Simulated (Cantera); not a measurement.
Gas mixture: C2H6 : CO2 : CO = 0.36 : 0.58 : 0.27 (molar parts), at 0.424 atm, frozen composition.

Cantera's kinetic-theory transport with the Lennard-Jones parameters of GRI-Mech 3.0, ideal gas; thermal conductivity in the multicomponent form. The composition is frozen, though it would react at the higher temperatures.

D: mixture-averaged diffusion coefficient of that species in the mixture.

| T (K) | ρ (kg/m³) | cp (J/kg/K) | μ (µPa s) | λ (mW/m/K) | Pr | D (cm²/s) N2 | D (cm²/s) NH3 | D (cm²/s) H2O |
|---|---|---|---|---|---|---|---|---|
| 400 | 0.469 | 1260 | … | 29.6 | 0.754 | 0.647 | 0.682 | 0.699 |
| 600 | 0.313 | 1545 | … | 50.3 | 0.760 | 1.32 | 1.48 | 1.53 |
| 800 | 0.235 | 1761 | … | 71.1 | 0.762 | 2.15 | 2.51 | 2.62 |
| 1000 | 0.188 | 1927 | … | 91.3 | 0.763 | 3.14 | 3.74 | 3.92 |
| 1200 | 0.156 | 2050 | … | 110 | 0.762 | 4.27 | 5.14 | 5.42 |
| 1400 | 0.134 | 2145 | … | 128 | 0.762 | 5.52 | 6.72 | 7.09 |

Problem. Fill in the missing entries.

Solution. 
- 400, μ (µPa s): 17.7
- 600, μ (µPa s): 24.7
- 800, μ (µPa s): 30.8
- 1000, μ (µPa s): 36.1
- 1200, μ (µPa s): 41.0
- 1400, μ (µPa s): 45.5
